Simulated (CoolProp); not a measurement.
Values from CoolProp's reference Helmholtz-energy equation of state, Jacobsen 1992.

### Question
Give the vapour pressure (MPa), liquid density (kg/m³), vapour density (kg/m³) of saturated R11 at 272.8 K.

### Answer
| T (K) | p (MPa) | liquid density (kg/m³) | vapour density (kg/m³) |
|---|---|---|---|
| 272.8 | 0.0396 | 1530 | 2.45 |
